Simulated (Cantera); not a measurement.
Cantera run:

```python
import numpy as np
import cantera as ct

gas_names = """
    Br Br2 H HBr H2 Si SiBr SiBr2 SiBr3 SiBr4 SiH SiHBr3 SiH2 SiH2Br2 SiH3 SiH3Br SiH4 Si2 Si3
""".split()
cond_names = """
    Br2(cr) Br2(L) Si(cr) Si(L)
""".split()


# ... load() reads the species with a 1 bar reference pressure and builds the phases ...
atoms = {
    'Si': {'Si': 1},
    'HBr': {'H': 1, 'Br': 1},
    'H2': {'H': 2},
}
top_T = {}  # K; cautious upper limits of use, not melting points


# ... equilibrate(T, P, feed) seeds the gas with the atoms and calls Mixture.equilibrate('TP', solver="vcs", rtol=1e-11, max_steps=5000) ...
results = []
feed = {'Si': 1, 'HBr': 3, 'H2': 89}  # mol
P = 14000  # Pa
for T in [825, 875, 925, 975, 1025, 1075, 1125, 1175, 1225, 1275, 1325, 1375, 1425, 1475]:
    mix = equilibrate(T, P, feed)
    results.append((T, P, feed, dict(zip(mix.species_names, mix.species_moles))))

top = {s: max(r[3][s] / sum(r[3][g] for g in gas_names) for r in results) for s in gas_names}
cols = sorted((s for s in top if top[s] > 1e-06), key=lambda s: -top[s])[:8]
seen = [c for c in cond_names if any(r[3].get(c, 0) > 1e-12 for r in results)]
print("log10 of partial pressures in bar; condensed amounts in mol")
print(f"{'T/K':>10s}" + "".join(f"{s[:9]:>10s}" for s in cols + seen))
for T, P, feed, n in results:
    ng = sum(n[g] for g in gas_names)
    print(f"{T:10.4g}" + "".join(f"{np.log10(max(n[s] / ng * P / 1e5, 1e-99)):10.3f}" for s in cols)
          + "".join(f"{n.get(c, 0):10.4g}" for c in seen))
```

It prints:

```
log10 of partial pressures in bar; condensed amounts in mol
       T/K        H2       HBr     SiBr4     SiBr2    SiHBr3   SiH2Br2        Br     SiBr3    Si(cr)
       825    -0.859    -3.302    -3.051    -5.951    -3.772    -4.823    -9.968    -6.051    0.2981
       875    -0.860    -3.079    -3.094    -5.425    -3.785    -4.804    -9.196    -5.694    0.3524
       925    -0.861    -2.887    -3.159    -4.971    -3.817    -4.803    -8.514    -5.396    0.4274
       975    -0.862    -2.726    -3.259    -4.584    -3.877    -4.822    -7.913    -5.160    0.5209
      1025    -0.864    -2.596    -3.408    -4.267    -3.977    -4.871    -7.385    -4.992    0.6239
      1075    -0.865    -2.500    -3.629    -4.023    -4.131    -4.957    -6.927    -4.905    0.7197
      1125    -0.866    -2.439    -3.937    -3.855    -4.352    -5.089    -6.536    -4.906    0.7895
      1175    -0.867    -2.408    -4.319    -3.752    -4.628    -5.260    -6.204    -4.982     0.826
      1225    -0.867    -2.396    -4.734    -3.691    -4.930    -5.449    -5.914    -5.101    0.8384
      1275    -0.867    -2.393    -5.147    -3.650    -5.232    -5.638    -5.655    -5.233    0.8388
      1325    -0.867    -2.393    -5.542    -3.620    -5.520    -5.819    -5.418    -5.366    0.8344
      1375    -0.867    -2.395    -5.913    -3.595    -5.791    -5.989    -5.200    -5.493    0.8281
      1425    -0.867    -2.397    -6.261    -3.574    -6.045    -6.149    -4.998    -5.614    0.8214
      1475    -0.867    -2.400    -6.587    -3.556    -6.283    -6.298    -4.809    -5.728    0.8147
```

Method: chemical equilibrium by Gibbs-energy minimisation in Cantera with the NASA 1993 tables (ideal gas, pure condensed phases). The tables' values for SiBr3 are old estimates; treat these amounts as uncertain.
